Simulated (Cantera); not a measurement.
Charge: 1 mol Fe3O4, 2.2 mol CO, 1.8 mol N2, at 1.33 mbar.

These are equilibrium values from Cantera (NASA tables, ideal gas, pure condensed phases), not measurements of a reactor. Candidate condensed phases: C, Fe, Fe(CO)5, FeO, Fe2O3, Fe3O4; 27 gas species. The tables' stoichiometric FeO is somewhat more stable than real wüstite, so its field is too wide. FeO: taken at fixed stoichiometry. Equilibrium is a limit: real reactors are often held back by kinetics, nucleation or transport.

At 1448 K, list the 3 most abundant gas species with their mole fractions, and the condensed phases.

N2 0.450, CO 0.300, CO2 0.250. Condensed: FeO(s).
